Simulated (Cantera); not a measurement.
An adiabatic, constant-volume homogeneous reactor starts with H2 : O2 : N2 = 1 : 0.238 : 0.895 (molar parts), at 1625 K and 2.30 bar.

Detailed kinetics in Cantera: GRI-Mech 3.0 (53 species, 325 reactions). The hydrogen kinetics of GRI-Mech 3.0 are dated; newer H2 mechanisms differ, most at raised pressure. Above 3000 K some thermodynamic fits are extrapolated.

**Question.** Predict: time of steepest temperature rise; temperature at 0.400 s; equilibrium temperature; x(H2) at 0.400 s; x(O2) at 0.400 s; x(HO2) at 0.400 s; x(NO) at 0.400 s; x(H2O) at 0.400 s.

**Answer.** 
- time of steepest temperature rise: 4.27 µs
- temperature at 0.400 s: 3041 K
- equilibrium temperature: 3041 K
- x(H2) at 0.400 s: 0.256 (gas-phase equilibrium 0.256)
- x(O2) at 0.400 s: 0.000521 (gas-phase equilibrium 0.000521)
- x(HO2) at 0.400 s: 1.07e-6 (gas-phase equilibrium 1.07e-6)
- x(NO) at 0.400 s: 0.00191 (gas-phase equilibrium 0.00191)
- x(H2O) at 0.400 s: 0.225 (gas-phase equilibrium 0.225)
